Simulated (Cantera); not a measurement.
Cantera run:

```python
import numpy as np
import cantera as ct

gas_names = """
    H HO2 H2 H2O H2O2 O OH O2 O3 Si SiH SiH2 SiH3 SiH4 SiO SiO2 Si2 Si3
""".split()
cond_names = """
    H2O(s) H2O(L) Si(cr) Si(L) SiO2(Lqz) SiO2(hqz) SiO2(L)
""".split()


# ... load() reads the species with a 1 bar reference pressure and builds the phases ...
atoms = {
    'Si': {'Si': 1},
    'O2': {'O': 2},
    'H2': {'H': 2},
    'H2O': {'H': 2, 'O': 1},
}
top_T = {}  # K; cautious upper limits of use, not melting points


# ... equilibrate(T, P, feed) seeds the gas with the atoms and calls Mixture.equilibrate('TP', solver="vcs", rtol=1e-11, max_steps=5000) ...
results = []
feed = {'Si': 1, 'O2': 0.004, 'H2': 320, 'H2O': 0.012}  # mol
P = 510000  # Pa
for T in [1375, 1475, 1575, 1675, 1775, 1875, 1975]:
    mix = equilibrate(T, P, feed)
    results.append((T, P, feed, dict(zip(mix.species_names, mix.species_moles))))
    x = sorted(zip(gas.X, gas.species_names), reverse=True)
    print(f"T = {T:g} K  P = {P:g} Pa  gas = {mix.phase_moles(0):.4g} mol")
    print("   x: " + "  ".join(f"{s} {v:.3e}" for v, s in x if v > 0.001))
    print("   condensed (mol): " + ("  ".join(f"{mix.phase(i).name} {mix.phase_moles(i):.4g}"
          for i in range(1, mix.n_phases) if mix.phase_moles(i) > 1e-12) or "none"))
```

It prints:

```
T = 1375 K  P = 510000 Pa  gas = 320 mol
   x: H2 1.000e+00
   condensed (mol): Si(cr) 0.9873  SiO2(hqz) 0.008529
T = 1475 K  P = 510000 Pa  gas = 320 mol
   x: H2 9.999e-01
   condensed (mol): Si(cr) 0.9788
T = 1575 K  P = 510000 Pa  gas = 320 mol
   x: H2 9.999e-01
   condensed (mol): Si(cr) 0.9773
T = 1675 K  P = 510000 Pa  gas = 320 mol
   x: H2 9.999e-01
   condensed (mol): Si(cr) 0.9744
T = 1775 K  P = 510000 Pa  gas = 320.1 mol
   x: H2 9.998e-01
   condensed (mol): Si(L) 0.9696
T = 1875 K  P = 510000 Pa  gas = 320.1 mol
   x: H2 9.996e-01
   condensed (mol): Si(L) 0.9605
T = 1975 K  P = 510000 Pa  gas = 320.1 mol
   x: H2 9.992e-01
   condensed (mol): Si(L) 0.9434
```

Equilibrium computed with Cantera from the NASA thermochemical tables; the gas is ideal and each condensed phase is pure. Mutual solubility and eutectic melting of coexisting phases are not modelled. The tables hold silica as quartz up to 1696 K and as liquid above; real silica turns to tridymite and cristobalite and melts near 1996 K. Gases not in the tables: Si2H6 and higher silanes.
